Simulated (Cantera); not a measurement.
Feed: 1 mol Fe2O3, 0.19 mol SO3, 0.1 mol H2O, held at 775 K and 93.0 mbar.

These are equilibrium values from Cantera (NASA tables, ideal gas, pure condensed phases), not measurements of a reactor. Candidate condensed phases: Fe, FeO, Fe(OH)2, Fe(OH)3, FeS, FeSO4, FeS2, Fe2O3, Fe2(SO4)3, Fe3O4, H2O, H2SO4, S; 22 gas species. Kinetics and transport are ignored.

Base state: H2O 0.986, SO2 0.00568, SO3 0.00513, O2 0.00284, H2SO4 4.92e-5 (mole fractions); condensed: Fe2O3(s) + Fe2(SO4)3(s).

Task: What changes in the equilibrium state with this change: pressure from 93.0 mbar to 0.133 bar?

Result: 
```csv
species,before,after
H2O,0.986,0.990
SO2,0.00568,0.00396
SO3,0.00513,0.00358
O2,0.00284,0.00198
H2SO4,4.92e-5,4.94e-5
"Fe2O3(s), mol",0.937,0.937
"Fe2(SO4)3(s), mol",0.0630,0.0631
```

Task: What changes in the equilibrium state with this change: pressure from 93.0 mbar to 13.3 mbar?

Result: 
```csv
species,before,after
H2O,0.986,0.905
SO2,0.00568,0.0396
SO3,0.00513,0.0358
O2,0.00284,0.0198
H2SO4,4.92e-5,4.51e-5
"Fe2O3(s), mol",0.937,0.939
"Fe2(SO4)3(s), mol",0.0630,0.0606
```
